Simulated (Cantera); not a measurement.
# Dilute partial oxidation

An isothermal, constant-pressure homogeneous reactor starts with CH3OH : O2 : N2 = 0.025 : 0.0095 : 1 (molar parts), at 1200 K and 9.87 atm.

Computed with Cantera and GRI-Mech 3.0 (53 species, 325 reactions). GRI-Mech 3.0 was tuned for natural gas; its chemistry of methanol as a main component is partial and can be far from experiment.

```tsv
t (s)	x CH3OH	x O2	x CO	x CH2O	x H2O	x C2H2	x OH
0.000800	0.0241	0.00917	8.33e-7	2.10e-5	9.19e-6	<1e-12	1.23e-9
0.00169	0.0240	0.00913	6.33e-6	0.000149	7.52e-5	<1e-12	8.97e-9
0.00357	0.000389	5.47e-5	0.0217	0.000505	0.0171	4.85e-9	1.39e-8
0.00755	9.53e-6	2.73e-5	0.0226	1.36e-5	0.0171	1.58e-8	5.73e-9
0.0159	7.65e-9	1.50e-5	0.0226	1.64e-8	0.0171	3.43e-8	4.22e-9
0.0337	4.41e-10	6.99e-6	0.0225	4.50e-9	0.0171	4.63e-8	2.18e-9
0.0712	1.73e-10	3.06e-6	0.0225	3.61e-9	0.0170	5.17e-8	1.03e-9
0.150	7.39e-11	1.33e-6	0.0225	3.35e-9	0.0170	5.39e-8	4.77e-10
0.318	3.61e-11	5.79e-7	0.0224	3.27e-9	0.0170	5.46e-8	2.25e-10
0.672	2.11e-11	2.42e-7	0.0224	3.25e-9	0.0169	5.46e-8	1.16e-10
1.42	1.52e-11	8.55e-8	0.0224	3.23e-9	0.0169	5.36e-8	7.08e-11
3.00	1.32e-11	1.83e-8	0.0223	3.23e-9	0.0168	5.10e-8	5.46e-11
```
x: mole fraction; the columns are a selection and need not sum to one.

Equilibrium at this temperature and pressure: CH3OH 7.13e-12, O2 <1e-12, CO 0.0183, CH2O 3.02e-9, H2O 0.0127, C2H2 <1e-12, OH 3.46e-11 (gas phase only).
